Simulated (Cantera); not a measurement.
# Gas activation for diamond growth

An isothermal, constant-pressure homogeneous reactor starts with 1.48 % CH₄, 98.5 % H₂, 0.0118 % N₂, at 1950 K and 30000 Pa.

Computed with Cantera and GRI-Mech 3.0 (53 species, 325 reactions). GRI-Mech 3.0 stops at C3 and has no aromatics, soot or wall deposition, so with more carbon than oxygen in the feed, carbon stays in small species such as C2H2 where larger ones or solid carbon would form.

```
t (s)        x CH₄   x H₂    x C₂H₄    x C₂H₂     x C₂H
--------  --------  -----  --------  --------  --------
5.00e-6     0.0148  0.985  7.02e-11    <1e-12    <1e-12
1.35e-5     0.0148  0.985   1.19e-9  9.91e-12    <1e-12
3.64e-5     0.0147  0.985   2.14e-8  5.61e-10    <1e-12
9.81e-5     0.0147  0.985   3.84e-7   3.89e-8    <1e-12
0.000265    0.0145  0.984   5.12e-6   2.75e-6  3.61e-11
0.000714    0.0141  0.984   2.10e-5   8.34e-5   2.21e-9
0.00193     0.0130  0.984   2.46e-5  0.000567   1.82e-8
0.00519     0.0108  0.985   2.07e-5   0.00169   5.45e-8
0.0140     0.00744  0.987   1.68e-5   0.00344   1.12e-7
0.0378     0.00401  0.988   1.60e-5   0.00520   1.71e-7
0.102      0.00180  0.990   1.72e-5   0.00633   2.10e-7
0.275     0.000814  0.990   1.82e-5   0.00684   2.27e-7
0.741     0.000533  0.990   1.85e-5   0.00698   2.32e-7
2.00      0.000512  0.990   1.85e-5   0.00699   2.32e-7
```
x: mole fraction; the columns are a selection and need not sum to one.

Equilibrium at this temperature and pressure: CH₄ 0.000508, H₂ 0.990, C₂H₄ 1.83e-5, C₂H₂ 0.00689, C₂H 2.29e-7 (gas phase only).
